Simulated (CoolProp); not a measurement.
A single-stage vapour-compression cycle with R152A: evaporating at 285.15 K (dew point), condensing at 352.15 K (bubble point), superheat 10 K, subcooling 2 K, compressor efficiency 0.7, no pressure losses. Each further row changes one setting.

Computed with CoolProp (reference Helmholtz-energy equation of state, Outcalt 1996). It is a modified Benedict-Webb-Rubin equation, recast in Helmholtz form.

```tsv
case	cooling COP	pressure ratio	discharge temperature (K)	refrigerating effect (kJ/kg)	volumetric capacity (kJ/m³)
as stated	?	5.76	394.4	180	2130
evaporating temperature 290.15 K	2.29	4.91	391.1	?	?
condensing temperature 347.15 K	2.30	5.17	387.8	?	2260
subcooling 7 K	2.16	5.76	394.4	192	2260
superheat 20 K	?	5.76	404.8	192	?
compressor efficiency 0.6	1.74	5.76	404.0	180	2130
```

### Question
Complete the blanks.

### Answer

- as stated, cooling COP: 2.03
- evaporating temperature 290.15 K, refrigerating effect (kJ/kg): 184
- evaporating temperature 290.15 K, volumetric capacity (kJ/m³): 2540
- condensing temperature 347.15 K, refrigerating effect (kJ/kg): 191
- superheat 20 K, cooling COP: 2.06
- superheat 20 K, volumetric capacity (kJ/m³): 2170
